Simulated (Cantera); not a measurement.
A closed system holds: 1 mol SiH₄, 0.02 mol C₂H₂, 2.7 mol H₂, held at 1625 K and 1.70 mbar.

These are equilibrium values from Cantera (NASA tables, ideal gas, pure condensed phases), not measurements of a reactor. Candidate condensed phases: C, C₆H₆, C₇H₈, C₈H₁₈, Si, SiC; 87 gas species. Mutual solubility and eutectic melting of coexisting phases are not modelled. Rates play no part.

Base state: H₂ 0.998, H 0.00171, Si 9.58e-5 (mole fractions); condensed: Si(s) + SiC(s).

### Question
What changes in the equilibrium state with this change: pressure from 1.70 mbar to 33.0 mbar?

### Answer
| species | before | after |
|---|---|---|
| H₂ | 0.998 | 1.000 |
| H | 0.00171 | 0.000388 |
| Si | 9.58e-5 | 4.94e-6 |
| Si(s), mol | 0.959 | 0.960 |
| SiC(s), mol | 0.0400 | 0.0400 |
